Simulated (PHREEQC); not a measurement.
Solution (3.4 °C): 0.21 mol MnCl2 and 0.0026 mol NaCl per kg of water. Closed to the air; pH follows from the charge balance.

All values are PHREEQC results (ion-association model, phreeqc.dat), not measurements.

No solid was allowed to form.

**Question.** Order these Cl species by the share of Cl that they hold, largest first: MnCl2, MnCl3-, MnCl+, Cl-.

**Answer.** Cl- (85 %), MnCl+ (13 %), MnCl2 (1.6 %), MnCl3- (0.26 %)

**Question.** Order these Mn species by the share of Mn that they hold, largest first: Mn+2, MnCl+, MnCl3-, MnCl2.

**Answer.** Mn+2 (72 %), MnCl+ (26 %), MnCl2 (1.6 %), MnCl3- (0.17 %)

The pH is 6.39 and the ionic strength 0.512 mol/kgw. Complexes and solids missing from the database can't appear. At this temperature some constants are extrapolated from 25 °C, and those without enthalpy data are left unchanged.
